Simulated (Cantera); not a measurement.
## Adiabatic ignition

An adiabatic, constant-pressure homogeneous reactor starts with CH4 : C2H6 : C3H8 : O2 : N2 = 1 : 0.11 : 1.4 : 4.57 : 42 (molar parts), equivalence ratio 2.1, at 1225 K and 13.0 bar.

Cantera simulation using GRI-Mech 3.0 (53 species, 325 reactions); the numbers are that mechanism's predictions, not measurements. GRI-Mech 3.0 was tuned for natural gas; its chemistry of propane as a main component is partial and can be far from experiment. The pressure lies above the range GRI-Mech 3.0 was tuned for (to about 10 atm).

| t (s) | T (K) | x CH4 | x C2H6 | x C3H8 | x HCO | x O | x CH2CO |
|---|---|---|---|---|---|---|---|
| 2.00e-6 | 1225 | 0.0204 | 0.00224 | 0.0285 | <1e-12 | 1.99e-10 | <1e-12 |
| 8.29e-6 | 1225 | 0.0204 | 0.00224 | 0.0285 | <1e-12 | 4.69e-10 | 3.37e-11 |
| 3.44e-5 | 1225 | 0.0204 | 0.00224 | 0.0285 | 4.29e-11 | 2.09e-9 | 6.46e-9 |
| 0.000143 | 1225 | 0.0204 | 0.00228 | 0.0282 | 5.07e-10 | 2.99e-9 | 4.23e-7 |
| 0.000591 | 1226 | 0.0208 | 0.00245 | 0.0265 | 3.66e-9 | 6.04e-9 | 1.27e-5 |
| 0.00245 | 1911 | 0.00478 | 3.53e-6 | 7.71e-10 | 2.45e-8 | 2.47e-9 | 8.53e-6 |
| 0.0102 | 1894 | 0.00237 | 7.02e-7 | 9.88e-11 | 2.53e-8 | 1.71e-9 | 4.49e-6 |
| 0.0421 | 1881 | 0.00118 | 1.41e-7 | 1.14e-11 | 2.79e-8 | 1.37e-9 | 1.01e-6 |
| 0.175 | 1872 | 8.20e-5 | 6.29e-10 | <1e-12 | 2.85e-8 | 1.14e-9 | 2.05e-8 |
| 0.724 | 1872 | 2.06e-8 | <1e-12 | <1e-12 | 2.86e-8 | 1.14e-9 | 4.04e-12 |
| 3.00 | 1872 | 2.05e-8 | <1e-12 | <1e-12 | 2.86e-8 | 1.14e-9 | 4.03e-12 |
x: mole fraction; the columns are a selection and need not sum to one.

```yaml
time_of_steepest_temperature_rise: 1.57 ms
temperature at 3.00 s: 1872 K
equilibrium_temperature: 1872 K
x(CH4) at 3.00 s: 2.05e-8 (gas-phase equilibrium 2.25e-8)
x(C2H6) at 3.00 s: <1e-12 (gas-phase equilibrium <1e-12)
x(C3H8) at 3.00 s: <1e-12 (gas-phase equilibrium <1e-12)
```
